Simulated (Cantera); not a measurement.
What does this Cantera script print?

```python
import numpy as np
import cantera as ct

gas = ct.Solution("gri30.yaml")
gas.TPX = 1925, 390000, {'CH4': 1, 'H2O': 0.44}
inlet = ct.Reservoir(gas, clone=True)

reactor = ct.IdealGasConstPressureReactor(gas, energy="off", clone=False)
exhaust = ct.Reservoir(gas, clone=True)
tau = [6.1, 1.6, 0.43, 0.11, 0.03, 0.008, 0.0021][0]
for a, b in ((inlet, reactor), (reactor, exhaust)):
    ct.MassFlowController(a, b, mdot=lambda t: reactor.mass / tau)
net = ct.ReactorNet([reactor])
show = ['CH4', 'H2O', 'O2', 'CO', 'C2H', 'CH2O']

rows = []
print(f"{'tau/s':>10s}{'T/K':>9s}" + "".join(f"{s:>11s}" for s in show))
for tau in [6.1, 1.6, 0.43, 0.11, 0.03, 0.008, 0.0021]:
    net.initial_time = 0.0
    net.advance(30 * tau)
    before = gas.X
    net.advance(40 * tau)
    drift = np.max(np.abs(gas.X - before) / (gas.X + 1e-9))
    rows.append([gas.T, *gas[show].X, drift])
    print(f"{tau:10.3e}{gas.T:9.1f}" + "".join(f"{x:11.3e}" for x in gas[show].X))
```

Result:

```
     tau/s      T/K        CH4        H2O         O2         CO        C2H       CH2O
 6.100e+00   1925.0  1.797e-02  9.034e-04  5.149e-15  1.551e-01  7.177e-07  1.847e-07
 1.600e+00   1925.0  1.875e-02  3.334e-03  6.979e-14  1.529e-01  7.281e-07  1.898e-07
 4.300e-01   1925.0  2.130e-02  1.127e-02  7.934e-13  1.459e-01  7.622e-07  2.117e-07
 1.100e-01   1925.0  2.860e-02  3.371e-02  7.025e-12  1.264e-01  8.590e-07  3.219e-07
 3.000e-02   1925.0  4.379e-02  7.465e-02  3.427e-11  9.237e-02  1.031e-06  7.557e-07
 8.000e-03   1925.0  7.345e-02  1.284e-01  1.039e-10  5.146e-02  1.223e-06  2.128e-06
 2.100e-03   1925.0  1.294e-01  1.769e-01  2.127e-10  2.117e-02  1.286e-06  5.464e-06
```

Model: GRI-Mech 3.0 (53 species, 325 reactions), integrated in Cantera. GRI-Mech 3.0 stops at C3 and has no aromatics, soot or wall deposition, so with more carbon than oxygen in the feed, carbon stays in small species such as C2H2 where larger ones or solid carbon would form.
